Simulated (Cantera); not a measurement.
Input: 1 mol KCl, 0.16 mol O₂, 22 mol N₂, held at 1573 K and 0.540 bar.

Cantera equilibrium calculation (NASA polynomials, part measured and part estimated; ideal gas, pure solids and liquids). Candidate condensed phases: K, KCl, KO₂, K₂O, K₂O₂; 17 gas species. The numbers say what is thermodynamically allowed, not how fast it happens.

**Question.** What is the equilibrium state?

**Answer.** 
```
Quantity                            Result
-------------------------------  ---------
x(N₂)                                0.951
x(KCl)                              0.0412
x(O₂)                              0.00675
x(K₂Cl₂)                          0.001000
x(NO)                             0.000339
x(Cl)                              5.95e-6
x(K)                               5.89e-6
x(O)                               1.17e-6
gas amount                       23.14 mol
log10 activity of K(l) (absent)      -6.80
```
